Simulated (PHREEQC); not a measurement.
0.77 g of hydrous ferric oxide (600 m²/g; 0.2 weak and 0.005 strong sites per Fe, Dzombak-Morel constants, diffuse double layer) in 1 kg of water with 0.005 mol/kgw of an inert sodium salt and 0.0075 mmol/kgw ZnCl2, at 25 °C; the pH is set by adding NaOH or the inert anion's acid. O2 is buffered at 0.21 atm. No CO2 enters from the air. Nothing may precipitate in this run.

All values are PHREEQC results (ion-association model, wateq4f.dat), not measurements.

```
pH    Zn sorbed (%)  surface charge σ (C/m²)  surface potential ψ (mV)
----  -------------  -----------------------  ------------------------
4               0.1                    0.186                       193
4.5             0.6                    0.133                       177
5               4.5                    0.092                       158
5.5            25.9                    0.060                       137
6              72.2                    0.038                       114
6.5            95.5                    0.023                        89
7              99.5                    0.013                        62
7.5            99.9                    0.006                        35
8             100.0                    0.001                         7
8.5           100.0                   -0.004                       -22
9             100.0                   -0.009                       -49
9.5           100.0                   -0.018                       -76
10            100.0                   -0.030                      -102
10.5          100.0                   -0.050                      -126
11            100.0                   -0.081                      -147
11.5          100.0                   -0.132                      -163
12             99.9                   -0.215                      -172
```
